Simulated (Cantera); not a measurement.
What does this Cantera script print?

```python
import numpy as np
import cantera as ct

gas = ct.Solution("h2o2.yaml")
gas.TPX = 1400, 100000, {'H2': 1.6, 'O2': 1, 'N2': 3.2}
reactor = ct.IdealGasConstPressureReactor(gas, energy="off", clone=False)
net = ct.ReactorNet([reactor])
net.rtol, net.atol = 1e-08, 1e-18
show = ['H2', 'O2', 'H', 'H2O', 'O', 'H2O2']
times = np.geomspace(6e-06, 90, 12)

steps = ct.SolutionArray(gas, extra=["t"])
rows = []
print(f"{'t/s':>10s}{'T/K':>9s}{'P/Pa':>11s}" + "".join(f"{s:>11s}" for s in show))
for t in times:
    while net.time < t:
        t_next = net.step()
        steps.append(gas.state, t=t_next)
    rows.append([np.interp(t, steps.t, y) for y in (steps.T, steps.P, *steps(*show).X.T)])
    print(f"{t:10.3e}{rows[-1][0]:9.1f}{rows[-1][1]:11.4g}" + "".join(f"{x:11.3e}" for x in rows[-1][2:]))
rate = np.gradient(steps.T, steps.t)
print("integrator steps:", len(steps.t))
if steps.T.max() > steps.T[0] + 200:
    print(f"time of steepest temperature rise: {steps.t[rate.argmax()]:.4e} s")
gas.TPX = 1400, 100000, {'H2': 1.6, 'O2': 1, 'N2': 3.2}
gas.equilibrate("TP")
print(f"equilibrium (TP): T = {gas.T:.1f} K  " + "  ".join(f"{s} {gas[s].X[0]:.3e}" for s in show))
```

Result:

```
       t/s      T/K       P/Pa         H2         O2          H        H2O          O       H2O2
 6.000e-06   1400.0      1e+05  2.758e-01  1.724e-01  1.330e-05  1.577e-05  2.272e-06  1.514e-08
 2.695e-05   1400.0      1e+05  3.515e-02  5.885e-02  5.709e-02  2.289e-01  1.542e-02  7.605e-06
 1.210e-04   1400.0      1e+05  3.876e-03  4.106e-02  1.108e-03  3.132e-01  8.047e-04  3.528e-06
 5.436e-04   1400.0      1e+05  2.041e-04  3.995e-02  1.211e-05  3.195e-01  3.668e-05  5.797e-07
 2.441e-03   1400.0      1e+05  1.342e-05  3.997e-02  2.731e-07  3.199e-01  3.223e-06  8.989e-08
 1.097e-02   1400.0      1e+05  1.964e-06  3.998e-02  1.828e-08  3.200e-01  5.511e-07  1.875e-08
 4.925e-02   1400.0      1e+05  7.751e-07  3.999e-02  4.611e-09  3.200e-01  2.060e-07  7.671e-09
 2.212e-01   1400.0      1e+05  7.278e-07  3.999e-02  4.178e-09  3.200e-01  1.905e-07  7.156e-09
 9.934e-01   1400.0      1e+05  7.278e-07  3.999e-02  4.178e-09  3.200e-01  1.905e-07  7.156e-09
 4.462e+00   1400.0      1e+05  7.278e-07  3.999e-02  4.178e-09  3.200e-01  1.905e-07  7.156e-09
 2.004e+01   1400.0      1e+05  7.278e-07  3.999e-02  4.178e-09  3.200e-01  1.905e-07  7.156e-09
 9.000e+01   1400.0      1e+05  7.278e-07  3.999e-02  4.178e-09  3.200e-01  1.905e-07  7.156e-09
integrator steps: 1627
equilibrium (TP): T = 1400.0 K  H2 7.278e-07  O2 3.999e-02  H 4.178e-09  H2O 3.200e-01  O 1.905e-07  H2O2 7.156e-09
```

Cantera simulation using the H2/O2 subset of GRI-Mech 3.0, which has no nitrogen chemistry; the numbers are that mechanism's predictions, not measurements. The temperature is held fixed by assumption; the heat of reaction is taken as removed at once.
